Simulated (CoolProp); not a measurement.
Vapour-liquid equilibrium of fluoroethane (R161) (1) + R227EA (2) at 1.2 MPa; x and y are mole fractions of (1).

The numbers come from the multi-fluid Helmholtz-energy mixture model, Wu 2012 and Lemmon 2016; pair parameters Bell 2016 in CoolProp.

Task: Give the bubble temperature and the first vapour's composition at x = 0.05, 0.15, 0.35. Is there an azeotrope?

Result: x = 0.05: 60.7 °C, y = 0.054; x = 0.15: 59.8 °C, y = 0.175; x = 0.35: 55.5 °C, y = 0.439. No azeotrope shows between x = 0.05 and 0.95.

The pair parameters rest on a limited set of measurements; away from them the model extrapolates.
